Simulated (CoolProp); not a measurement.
Carbon dioxide at 298.15 K and 3.92 MPa is compressed adiabatically to 30.9 MPa with isentropic efficiency 0.8. Each further row changes one setting.

Model: reference Helmholtz-energy equation of state, Span 1996, in CoolProp.

```csv
case,work (kJ/kg),final temperature (K),final density (kg/m³)
as stated,147,500.3,362
efficiency 1,118,480.4,389
efficiency 0.65,181,524.2,335
```
